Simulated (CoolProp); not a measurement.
Vapour-liquid equilibrium of isopentane (1) + R365MFC (2) at 1070 kPa; x and y are mole fractions of (1).

Computed with CoolProp (multi-fluid Helmholtz-energy mixture model, Lemmon 2006 and Lemmon 2016; pair parameters Bell 2016).

**Question.** Give the bubble temperature and the first vapour's composition at x = 0.5, 0.65, 0.95. Is there an azeotrope?

**Answer.** x = 0.5: 382.8 K, y = 0.544; x = 0.65: 382.6 K, y = 0.631; x = 0.95: 389.1 K, y = 0.909. y crosses x between x = 0.5 and 0.65: the model has an azeotrope there.

Pair parameters are fitted to limited data, so mixtures are less certain than the pure fluids.
